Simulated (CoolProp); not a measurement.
The fluid at 293.15 K and 0.0801 MPa expands adiabatically to 0.0105 MPa with isentropic efficiency 0.7. The same conditions are run with several fluids, on thermodynamics alone (safety and materials aside).

Values from CoolProp's reference Helmholtz-energy equation of state of each fluid (propylene: Lemmon 2013; R115: Lemmon 2016; isobutane: Bücker 2006; methane: Setzmann 1991).

```
fluid      work (kJ/kg)  final temperature (K)  final density (kg/m³)
---------  ------------  ---------------------  ---------------------
propylene           ___                    ___                    ___
R115                ___                  262.2                  0.746
isobutane          53.7                    ___                  0.287
methane             171                  213.4                    ___
```

Problem. Some entries are withheld; supply them.

Solution. 
- propylene, work (kJ/kg): 71.1
- propylene, final temperature (K): 241.8
- propylene, final density (kg/m³): 0.220
- R115, work (kJ/kg): 20.6
- isobutane, final temperature (K): 257.1
- methane, final density (kg/m³): 0.0950
